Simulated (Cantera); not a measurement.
Input (Python, Cantera) and output of one run.

```python
import numpy as np
import cantera as ct

gas_names = """
    N NO NO2 NO3 N2 N2O O O2 O3 Pb PbO Pb2
""".split()
cond_names = """
    Pb(cr) Pb(L) PbO(rd) PbO(yw) PbO(L) PbO2(s) Pb3O4(s)
""".split()


# ... load() reads the species with a 1 bar reference pressure and builds the phases ...
atoms = {
    'PbO': {'Pb': 1, 'O': 1},
    'O2': {'O': 2},
    'N2': {'N': 2},
}
top_T = {'Pb3O4(s)': 820}  # K; cautious upper limits of use, not melting points


# ... equilibrate(T, P, feed) seeds the gas with the atoms and calls Mixture.equilibrate('TP', solver="vcs", rtol=1e-11, max_steps=5000) ...
results = []
P = 230  # Pa
for T in [1023, 1073, 1123, 1173, 1223, 1273, 1323, 1373, 1423, 1473, 1523, 1573, 1623]:
    for m in [3.5, 4.1, 4.9, 5.9, 7, 8.4, 10, 12, 14, 17, 20, 24]:
        feed = {'PbO': 1, 'O2': 1.9, 'N2': m}  # mol
        mix = equilibrate(T, P, feed)
        results.append((T, P, feed, dict(zip(mix.species_names, mix.species_moles))))

for T, P, feed, n in results:
    print(f"{T:7g} {feed['N2']:10.4g}  " + (" + ".join(c for c in cond_names if n.get(c, 0) > 1e-12) or "gas only"))
```

Output:

```
   1023        3.5  PbO(yw)
   1023        4.1  PbO(yw)
   1023        4.9  PbO(yw)
   1023        5.9  PbO(yw)
   1023          7  PbO(yw)
   1023        8.4  PbO(yw)
   1023         10  PbO(yw)
   1023         12  PbO(yw)
   1023         14  PbO(yw)
   1023         17  PbO(yw)
   1023         20  PbO(yw)
   1023         24  PbO(yw)
   1073        3.5  PbO(yw)
   1073        4.1  PbO(yw)
   1073        4.9  PbO(yw)
   1073        5.9  PbO(yw)
   1073          7  PbO(yw)
   1073        8.4  PbO(yw)
   1073         10  PbO(yw)
   1073         12  PbO(yw)
   1073         14  PbO(yw)
   1073         17  PbO(yw)
   1073         20  PbO(yw)
   1073         24  PbO(yw)
   1123        3.5  PbO(yw)
   1123        4.1  PbO(yw)
   1123        4.9  PbO(yw)
   1123        5.9  PbO(yw)
   1123          7  PbO(yw)
   1123        8.4  PbO(yw)
   1123         10  PbO(yw)
   1123         12  PbO(yw)
   1123         14  PbO(yw)
   1123         17  PbO(yw)
   1123         20  PbO(yw)
   1123         24  PbO(yw)
   1173        3.5  PbO(L)
   1173        4.1  PbO(L)
   1173        4.9  PbO(L)
   1173        5.9  PbO(L)
   1173          7  PbO(L)
   1173        8.4  PbO(L)
   1173         10  PbO(L)
   1173         12  PbO(L)
   1173         14  PbO(L)
   1173         17  PbO(L)
   1173         20  PbO(L)
   1173         24  PbO(L)
   1223        3.5  PbO(L)
   1223        4.1  PbO(L)
   1223        4.9  PbO(L)
   1223        5.9  PbO(L)
   1223          7  PbO(L)
   1223        8.4  PbO(L)
   1223         10  PbO(L)
   1223         12  PbO(L)
   1223         14  PbO(L)
   1223         17  PbO(L)
   1223         20  gas only
   1223         24  gas only
   1273        3.5  PbO(L)
   1273        4.1  PbO(L)
   1273        4.9  PbO(L)
   1273        5.9  gas only
   1273          7  gas only
   1273        8.4  gas only
   1273         10  gas only
   1273         12  gas only
   1273         14  gas only
   1273         17  gas only
   1273         20  gas only
   1273         24  gas only
   1323        3.5  gas only
   1323        4.1  gas only
   1323        4.9  gas only
   1323        5.9  gas only
   1323          7  gas only
   1323        8.4  gas only
   1323         10  gas only
   1323         12  gas only
   1323         14  gas only
   1323         17  gas only
   1323         20  gas only
   1323         24  gas only
   1373        3.5  gas only
   1373        4.1  gas only
   1373        4.9  gas only
   1373        5.9  gas only
   1373          7  gas only
   1373        8.4  gas only
   1373         10  gas only
   1373         12  gas only
   1373         14  gas only
   1373         17  gas only
   1373         20  gas only
   1373         24  gas only
   1423        3.5  gas only
   1423        4.1  gas only
   1423        4.9  gas only
   1423        5.9  gas only
   1423          7  gas only
   1423        8.4  gas only
   1423         10  gas only
   1423         12  gas only
   1423         14  gas only
   1423         17  gas only
   1423         20  gas only
   1423         24  gas only
   1473        3.5  gas only
   1473        4.1  gas only
   1473        4.9  gas only
   1473        5.9  gas only
   1473          7  gas only
   1473        8.4  gas only
   1473         10  gas only
   1473         12  gas only
   1473         14  gas only
   1473         17  gas only
   1473         20  gas only
   1473         24  gas only
   1523        3.5  gas only
   1523        4.1  gas only
   1523        4.9  gas only
   1523        5.9  gas only
   1523          7  gas only
   1523        8.4  gas only
   1523         10  gas only
   1523         12  gas only
   1523         14  gas only
   1523         17  gas only
   1523         20  gas only
   1523         24  gas only
   1573        3.5  gas only
   1573        4.1  gas only
   1573        4.9  gas only
   1573        5.9  gas only
   1573          7  gas only
   1573        8.4  gas only
   1573         10  gas only
   1573         12  gas only
   1573         14  gas only
   1573         17  gas only
   1573         20  gas only
   1573         24  gas only
   1623        3.5  gas only
   1623        4.1  gas only
   1623        4.9  gas only
   1623        5.9  gas only
   1623          7  gas only
   1623        8.4  gas only
   1623         10  gas only
   1623         12  gas only
   1623         14  gas only
   1623         17  gas only
   1623         20  gas only
   1623         24  gas only
```

Method: chemical equilibrium by Gibbs-energy minimisation in Cantera with the NASA 1993 tables (ideal gas, pure condensed phases).
